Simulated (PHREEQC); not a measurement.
Solution (25 °C): 180 mmol/kgw TMAH, 0.044 mmol/kgw K2SiO3 and 0.12 mmol/kgw K2CO3. Closed to the air; pH follows from the charge balance.

Computed with PHREEQC (ion-association model, phreeqc.dat).

```json
[
 {"quantity": "pH", "before": "13.11", "after": "13.38"},
 {"quantity": "H2SiO4-2 (mol/kgw)", "before": "2.92e-5", "after": "3.56e-5"},
 {"quantity": "H3SiO4- (mol/kgw)", "before": "1.48e-5", "after": "8.36e-6"},
 {"quantity": "HCO3- (mol/kgw)", "before": "8.51e-8", "after": "3.87e-8"},
 {"quantity": "H4SiO4 (mol/kgw)", "before": "5.46e-9", "after": "1.48e-9"},
 {"quantity": "SI of Quartz (SiO2)", "before": "-4.26", "after": "-4.80"}
]
```

Task: Name the change that produced these shifts.
A) K2SiO3 from 4.4e-05 to 3.96e-05 mol/kgw
B) TMAH from 0.18 to 0.36 mol/kgw
C) temperature from 25 to 45 °C
D) TMAH left out
E) temperature from 25 to 50 °C

Result: B, TMAH from 0.18 to 0.36 mol/kgw

No solid was allowed to form. (CH3)4N+ isn't in the database: it is added as a free cation with an ion size of 4 Å.
